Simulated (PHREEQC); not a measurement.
Solution (25 °C): 0.12 mol CuSO4, 0.051 mol HNO3 and 0.028 mol NaCl per kg of water. Closed to the air; pH follows from the charge balance.

Model: ion-association model, phreeqc.dat, run in PHREEQC.

Precipitation was switched off in this run.

### Question
Predict the pH, ionic strength.

### Answer
pH 1.74; ionic strength 0.318 mol/kgw.

### Question
In which forms is Cu present?

### Answer
Cu+2 61 %, CuSO4 37 %, CuCl+ 1.2 % of the Cu.

Species that the database lacks are ignored.
